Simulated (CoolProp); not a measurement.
R1336mzz(E) along the isobar 3.88 MPa: Z from the reference equation and from simpler models built on Tc = 403.5 K, pc = 2.779 MPa, ω = 0.413; each cubic takes its own stable root.

Model: reference Helmholtz-energy equation of state, Akasaka 2023, in CoolProp.

| T (K) | phase | reference |
|---|---|---|
| 218.2 | liquid | 0.2277 |
| 245.6 | liquid | 0.2111 |
| 273 | liquid | 0.1991 |
| 300.4 | liquid | 0.1910 |
| 327.8 | liquid | 0.1868 |
| 355.2 | liquid | 0.1876 |
| 382.6 | liquid | 0.1970 |
| 410 | supercritical | 0.2366 |

Q: How far does each simpler model (van der Waals, Redlich-Kwong, Peng-Robinson) lie from the reference over these 8 states: mean and median of the absolute difference, and the worst?

A: 
- van der Waals: mean 65.8 %, median 69.2 %, worst +73.3 % at 218.2 K and 3.88 MPa
- Redlich-Kwong: mean 21.4 %, median 21.1 %, worst +25.5 % at 382.6 K and 3.88 MPa
- Peng-Robinson: mean 3.9 %, median 1.4 %, worst +16.1 % at 410 K and 3.88 MPa
